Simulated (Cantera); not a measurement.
Charge: 1 mol CCl4, 1.4 mol HCl, 0.12 mol CH4, held at 2375 °C and 11.0 mbar.

These are equilibrium values from Cantera (NASA tables, ideal gas, pure condensed phases), not measurements of a reactor. Candidate condensed phases: C, C6H6, C7H8, C8H18; 91 gas species. The numbers say what is thermodynamically allowed, not how fast it happens.

Base state: Cl 0.686, HCl 0.250, H 0.0500, H2 0.0127, C3 0.000396, C2H2 (acetylene) 0.000248, Cl2 0.000222, C 0.000103 (mole fractions); condensed: C(graphite).

Question: What changes in the equilibrium state with this change: CCl4 replaced by C2F6?

Answer: 
```
species             before     after
----------------  --------  --------
F                        0     0.417
HF                       0     0.274
Cl                   0.686     0.204
CF2                      0    0.0817
CF                       0    0.0209
H2                  0.0127   7.67e-7
HCl                  0.250  0.000577
H                   0.0500  0.000388
CF3                      0  0.000392
CF4                      0  0.000192
ClF                      0   6.52e-5
C2H2 (acetylene)  0.000248   1.49e-8
C(graphite), mol      1.11      1.40
```
The feed counts by its element totals alone.
